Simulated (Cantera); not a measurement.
A closed system holds: 1 mol c-C4F8, 0.0087 mol CH4, 0.96 mol Si, at 500 °C and 7.20e-5 bar.

These are equilibrium values from Cantera (NASA tables, ideal gas, pure condensed phases), not measurements of a reactor. Candidate condensed phases: C, C6H6, C7H8, C8H18, Si, SiC; 113 gas species. The feed counts by its element totals alone. Condensed phases not in the tables: fluorocarbon polymer. Gases not in the tables: C2F6 and larger saturated fluorocarbons. Equilibrium is a limit: real reactors are often held back by kinetics, nucleation or transport.

Base state: CF4 0.509, SiF4 0.474, HF 0.0172 (mole fractions); condensed: C(graphite).

Question: What changes in the equilibrium state with this change: temperature from 500 °C to 1277 °C?

Answer: 
```json
[
 {"species": "CF4", "before": "0.509", "after": "0.500"},
 {"species": "SiF4", "before": "0.474", "after": "0.470"},
 {"species": "HF", "before": "0.0172", "after": "0.0170"},
 {"species": "CF2", "before": "<1e-9", "after": "0.00733"},
 {"species": "F", "before": "<1e-9", "after": "0.00481"},
 {"species": "CF3", "before": "<1e-9", "after": "0.000364"},
 {"species": "C(graphite), mol", "before": "2.98", "after": "2.97"}
]
```

Question: What changes in the equilibrium state with this change: c-C4F8 replaced by CH3F?

Answer: 
```tsv
species	before	after
H2	<1e-9	0.858
SiF4	0.474	0.141
SiHF3	<1e-9	0.000114
CF4	0.509	<1e-9
HF	0.0172	1.82e-5
CH4	<1e-9	0.000112
C(graphite), mol	2.98	0.299
SiC(s), mol	0	0.710
```
